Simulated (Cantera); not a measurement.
What does this Cantera script print?

```python
import numpy as np
import cantera as ct

gas = ct.Solution("gri30.yaml")
gas.TPX = 1600, 2100000, {'CO': 1, 'H2': 0.11, 'O2': 1.54, 'N2': 5.8, 'CO2': 1.6}
reactor = ct.IdealGasConstPressureReactor(gas, energy="on", clone=False)
net = ct.ReactorNet([reactor])
net.rtol, net.atol = 1e-08, 1e-16
show = ['CO', 'H2', 'O2', 'NO', 'H2O', 'CO2']
times = np.geomspace(3e-06, 2, 10)

steps = ct.SolutionArray(gas, extra=["t"])
rows = []
print(f"{'t/s':>10s}{'T/K':>9s}{'P/Pa':>11s}" + "".join(f"{s:>11s}" for s in show))
for t in times:
    while net.time < t:
        t_next = net.step()
        steps.append(gas.state, t=t_next)
    rows.append([np.interp(t, steps.t, y) for y in (steps.T, steps.P, *steps(*show).X.T)])
    print(f"{t:10.3e}{rows[-1][0]:9.1f}{rows[-1][1]:11.4g}" + "".join(f"{x:11.3e}" for x in rows[-1][2:]))
rate = np.gradient(steps.T, steps.t)
print("integrator steps:", len(steps.t))
if steps.T.max() > steps.T[0] + 200:
    print(f"time of steepest temperature rise: {steps.t[rate.argmax()]:.4e} s")
gas.TPX = 1600, 2100000, {'CO': 1, 'H2': 0.11, 'O2': 1.54, 'N2': 5.8, 'CO2': 1.6}
gas.equilibrate("HP")
print(f"equilibrium (HP): T = {gas.T:.1f} K  " + "  ".join(f"{s} {gas[s].X[0]:.3e}" for s in show))
```

Output:

```
       t/s      T/K       P/Pa         CO         H2         O2         NO        H2O        CO2
 3.000e-06   1676.1    2.1e+06  9.332e-02  2.594e-03  1.450e-01  2.607e-07  7.468e-03  1.669e-01
 1.331e-05   2039.4    2.1e+06  4.303e-02  1.402e-04  1.205e-01  1.151e-05  1.002e-02  2.242e-01
 5.906e-05   2304.3    2.1e+06  6.225e-03  3.544e-05  1.057e-01  9.085e-05  1.079e-02  2.665e-01
 2.621e-04   2330.8    2.1e+06  2.599e-03  1.853e-05  1.043e-01  2.223e-04  1.100e-02  2.707e-01
 1.163e-03   2329.9    2.1e+06  2.578e-03  1.841e-05  1.040e-01  7.322e-04  1.101e-02  2.708e-01
 5.160e-03   2326.1    2.1e+06  2.532e-03  1.813e-05  1.030e-01  2.758e-03  1.102e-02  2.708e-01
 2.289e-02   2316.7    2.1e+06  2.420e-03  1.745e-05  1.005e-01  7.695e-03  1.104e-02  2.710e-01
 1.016e-01   2312.8    2.1e+06  2.375e-03  1.717e-05  9.943e-02  9.742e-03  1.105e-02  2.710e-01
 4.507e-01   2312.8    2.1e+06  2.375e-03  1.717e-05  9.942e-02  9.749e-03  1.105e-02  2.710e-01
 2.000e+00   2312.8    2.1e+06  2.375e-03  1.717e-05  9.942e-02  9.749e-03  1.105e-02  2.710e-01
integrator steps: 1264
time of steepest temperature rise: 2.7585e-06 s
equilibrium (HP): T = 2312.8 K  CO 2.375e-03  H2 1.717e-05  O2 9.942e-02  NO 9.749e-03  H2O 1.105e-02  CO2 2.710e-01
```

Detailed kinetics in Cantera: GRI-Mech 3.0 (53 species, 325 reactions). The hydrogen kinetics of GRI-Mech 3.0 are dated; newer H2 mechanisms differ, most at raised pressure. The pressure lies above the range GRI-Mech 3.0 was tuned for (to about 10 atm).
